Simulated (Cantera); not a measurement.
Input: 1 mol Fe(CO)5, 0.17 mol H2, 3.9 mol N2, equilibrated at 1 atm.

Method: chemical equilibrium by Gibbs-energy minimisation in Cantera with the NASA 1993 tables (ideal gas, pure condensed phases). Candidate condensed phases: C, C6H6, C7H8, C8H18, Fe, Fe(CO)5, FeO, Fe(OH)2, Fe(OH)3, Fe2O3, Fe3O4, H2O; 140 gas species. Condensed phases not in the tables: cementite and carbon dissolved in iron. Rates play no part.

Problem. At 927 °C, list the 5 most abundant gas species with their mole fractions, and the condensed phases.

Solution. CO 0.543, N2 0.433, H2 0.0186, CO2 0.00565, H2O 0.000265. Condensed: C(graphite) + Fe(γ).
